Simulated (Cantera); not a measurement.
A Cantera script and what it prints.

```python
import numpy as np
import cantera as ct

gas_names = """
    Cu CuF CuF2 CuO Cu2 F FO FO2 F2 F2O H HF HOF HO2 H2 H2F2 H2O H2O2 H3F3 H4F4 H5F5 H6F6 H7F7 O OH O2
    O3
""".split()
cond_names = """
    Cu(cr) Cu(L) CuF2(s) CuF2(L) CuO(s) CuO2H2(s) Cu2O(s) Cu2O(L) H2O(s) H2O(L)
""".split()


# ... load() reads the species with a 1 bar reference pressure and builds the phases ...
atoms = {
    'CuO': {'Cu': 1, 'O': 1},
    'HF': {'H': 1, 'F': 1},
    'H2': {'H': 2},
}
top_T = {'CuO(s)': 1390}  # K; cautious upper limits of use, not melting points


# ... equilibrate(T, P, feed) seeds the gas with the atoms and calls Mixture.equilibrate('TP', solver="vcs", rtol=1e-11, max_steps=5000) ...
results = []
T = 1900  # K
P = 98000  # Pa
for m in [0.27, 0.41, 0.63, 0.97, 1.5, 2.3, 3.5, 5.3, 8.2, 13, 19]:
    feed = {'CuO': 1, 'HF': 4.5, 'H2': m}  # mol
    mix = equilibrate(T, P, feed)
    results.append((T, P, feed, dict(zip(mix.species_names, mix.species_moles))))

top = {s: max(r[3][s] / sum(r[3][g] for g in gas_names) for r in results) for s in gas_names}
cols = sorted((s for s in top if top[s] > 0.0001), key=lambda s: -top[s])[:6]
seen = [c for c in cond_names if any(r[3].get(c, 0) > 1e-12 for r in results)]
print("log10 of partial pressures in bar; condensed amounts in mol")
print(f"{'n(H2)':>10s}" + "".join(f"{s[:9]:>10s}" for s in cols + seen))
for T, P, feed, n in results:
    ng = sum(n[g] for g in gas_names)
    print(f"{feed['H2']:10.4g}" + "".join(f"{np.log10(max(n[s] / ng * P / 1e5, 1e-99)):10.3f}" for s in cols)
          + "".join(f"{n.get(c, 0):10.4g}" for c in seen))
```

It prints:

```
log10 of partial pressures in bar; condensed amounts in mol
     n(H2)        HF        H2       H2O       CuF        O2        Cu     Cu(L)   Cu2O(L)
      0.27    -0.084    -4.165    -1.104    -1.288    -1.650    -2.918         0    0.3631
      0.41    -0.085    -3.852    -0.993    -1.346    -2.052    -2.818         0    0.3779
      0.63    -0.099    -3.675    -0.868    -1.422    -2.156    -2.792    0.4045    0.1905
      0.97    -0.105    -2.763    -0.752    -1.884    -3.750    -2.792     0.917         0
       1.5    -0.136    -1.085    -0.788    -2.754    -7.177    -2.792    0.9792         0
       2.3    -0.190    -0.728    -0.842    -2.986    -8.000    -2.792    0.9815         0
       3.5    -0.260    -0.515    -0.913    -3.163    -8.567    -2.792    0.9811         0
       5.3    -0.348    -0.367    -1.001    -3.325    -9.037    -2.792     0.979         0
       8.2    -0.461    -0.256    -1.114    -3.493    -9.485    -2.792    0.9747         0
        13    -0.600    -0.174    -1.253    -3.673    -9.929    -2.792    0.9671         0
        19    -0.728    -0.126    -1.381    -3.825   -10.281    -2.792    0.9574         0
```

These are equilibrium values from Cantera (NASA tables, ideal gas, pure condensed phases), not measurements of a reactor. Each liquid is taken as pure. Mutual solubility and eutectic melting of coexisting phases are not modelled.
